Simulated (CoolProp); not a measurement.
The numbers come from the reference Helmholtz-energy equation of state, Penoncello 2003 in CoolProp.

**Question.** For CHF3 (R23), give the phase and the viscosity (µPa s), conductivity (mW/(m K)) at 176.05 °C and 770 kPa.

**Answer.** 
- 176.05 °C and 770 kPa: gas; viscosity 21.6, conductivity 22.4

Viscosity comes from a separate model (Shan 2000). Thermal conductivity comes from a separate model (Shan 2000).
